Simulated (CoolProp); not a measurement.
Properties of sulfur dioxide along the isotherm 344.9 K (Tc = 430.6 K, pc = 7.887 MPa, ω = 0.256).

The numbers come from the reference Helmholtz-energy equation of state, Gao 2016 in CoolProp.

| p (MPa) | phase | cp (kJ/(kg K)) | fugacity coefficient |
|---|---|---|---|
| 0.303 | gas | [?] | 0.9710 |
| 0.607 | gas | 0.7416 | [?] |
| 0.91 | gas | 0.8019 | 0.9129 |
| 1.21 | gas | [?] | [?] |
| 1.52 | liquid | 1.515 | 0.8365 |
| 1.82 | liquid | 1.512 | 0.7024 |
| 2.12 | liquid | [?] | 0.6063 |
| 2.43 | liquid | 1.505 | [?] |
| 2.73 | liquid | 1.502 | [?] |
| 3.03 | liquid | 1.499 | 0.4313 |
| 3.34 | liquid | 1.495 | 0.3935 |
| 3.64 | liquid | 1.492 | 0.3630 |
| 3.94 | liquid | 1.489 | [?] |

Problem. What belongs in the gaps?

Solution. 
- 0.303, cp (kJ/(kg K)): 0.6914
- 0.607, fugacity coefficient: 0.9419
- 1.21, cp (kJ/(kg K)): 0.8762
- 1.21, fugacity coefficient: 0.8842
- 2.12, cp (kJ/(kg K)): 1.508
- 2.43, fugacity coefficient: 0.5320
- 2.73, fugacity coefficient: 0.4761
- 3.94, fugacity coefficient: 0.3372
